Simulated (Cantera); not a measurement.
# Stirred combustor or abatement burner

A perfectly stirred reactor is fed with CO : H2 : CH4 : O2 : N2 = 1 : 1 : 0.68 : 4 : 15 (molar parts), at 165 Torr; it is adiabatic with a 598 K inlet, and is followed from long to short residence time, starting on the burning branch (τ in s: 0.41, 0.12, 0.036, 0.011, 0.0031, 0.00092, 0.00027, 8e-05, 2.4e-05).

Computed with Cantera and GRI-Mech 3.0 (53 species, 325 reactions).

```json
[
 {"τ (s)": "0.41", "T (K)": "1965", "x CO": "0.00172", "x H2": "0.000521", "x CH4": "1.61e-6", "x NO": "0.000321", "x C2H2": "5.64e-12"},
 {"τ (s)": "0.12", "T (K)": "1937", "x CO": "0.00331", "x H2": "0.00102", "x CH4": "3.58e-6", "x NO": "0.000157", "x C2H2": "1.21e-11"},
 {"τ (s)": "0.036", "T (K)": "1887", "x CO": "0.00611", "x H2": "0.00198", "x CH4": "7.79e-6", "x NO": "6.98e-5", "x C2H2": "2.23e-11"},
 {"τ (s)": "0.011", "T (K)": "1807", "x CO": "0.0100", "x H2": "0.00345", "x CH4": "1.80e-5", "x NO": "3.22e-5", "x C2H2": "4.68e-11"},
 {"τ (s)": "0.0031", "T (K)": "1685", "x CO": "0.0153", "x H2": "0.00543", "x CH4": "5.11e-5", "x NO": "1.87e-5", "x C2H2": "1.55e-10"},
 {"τ (s)": "0.00092", "T (K)": "1537", "x CO": "0.0233", "x H2": "0.00737", "x CH4": "0.000180", "x NO": "9.95e-6", "x C2H2": "9.07e-10"},
 {"τ (s)": "0.00027", "T (K)": "1344", "x CO": "0.0439", "x H2": "0.0120", "x CH4": "0.00118", "x NO": "1.93e-6", "x C2H2": "2.02e-8"},
 {"τ (s)": "8.0e-5", "T (K)": "598", "x CO": "0.0461", "x H2": "0.0461", "x CH4": "0.0314", "x NO": "<1e-12", "x C2H2": "<1e-12"},
 {"τ (s)": "2.4e-5", "T (K)": "598", "x CO": "0.0461", "x H2": "0.0461", "x CH4": "0.0314", "x NO": "<1e-12", "x C2H2": "<1e-12"}
]
```
x: mole fraction; the columns are a selection and need not sum to one.
